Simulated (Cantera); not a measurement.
Mixture: CH4 : C2H6 : O2 : N2 : H2O = 1 : 0.063 : 1.48 : 4 : 0.14 (molar parts), at 0.690 bar, adiabatic and at constant pressure. Ignition delay is the time to a rise of 400 K.

Detailed kinetics in Cantera: GRI-Mech 3.0 (53 species, 325 reactions).

Problem. Predict: delay at 1300 K; delay at 1375 K; delay at 1450 K; delay at 1525 K; delay at 1600 K; delay at 1675 K; apparent activation energy between 1525 and 1675 K.

Solution. 
```json
{
 "delay at 1300 K": "4.01 ms",
 "delay at 1375 K": "1.70 ms",
 "delay at 1450 K": "0.757 ms",
 "delay at 1525 K": "0.360 ms",
 "delay at 1600 K": "0.187 ms",
 "delay at 1675 K": "0.107 ms",
 "apparent activation energy between 1525 and 1675 K": "170 kJ/mol"
}
```
